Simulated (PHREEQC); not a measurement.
Consider water at 25 °C with 0.2 mol/kgw K2SO4 and 0.011 mol/kgw PbCl2. Closed to the air; pH follows from the charge balance.

Computed with PHREEQC (ion-association model, phreeqc.dat).

```csv
quantity,before,after
ionic strength (mol/kgw),0.476,0.254
Pb+2 (mol/kgw),0.00152,0.00105
PbCl+ (mol/kgw),0.000336,0.000127
PbOH+ (mol/kgw),7.08e-6,5.36e-6
PbCl2 (mol/kgw),4.95e-6,1.07e-6
SI of Pb(OH)2 (Pb(OH)2),+0.06,-0.03
```

### Question
Name the change that produced these shifts.
A. diluted 5-fold with water
B. diluted 2-fold with water
C. K2SO4 left out
D. temperature from 25 to 90 °C

### Answer
B, diluted 2-fold with water

This is a speciation only: nothing precipitates in the calculation. Some of these states are supersaturated (in Anglesite, Pb(OH)2, for instance).
